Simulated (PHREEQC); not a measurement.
1 kg of water holding 0.39 mol/kgw KCl and 0.26 mol/kgw K2SO4 is evaporated at 25 °C; the solids stay in contact with the brine. No CO2 enters from the air. Solids allowed: Arcanite, Misenite, Sylvite. Others were left out.

The series has 28 steps of water left (kg), from 1 to 0.005012.

Model: Pitzer model, pitzer.dat, run in PHREEQC.

Which solids form, in which order, and at which step of the series does each first stand?

Arcanite from water left = 0.5552 kg; Sylvite from water left = 0.07809 kg.
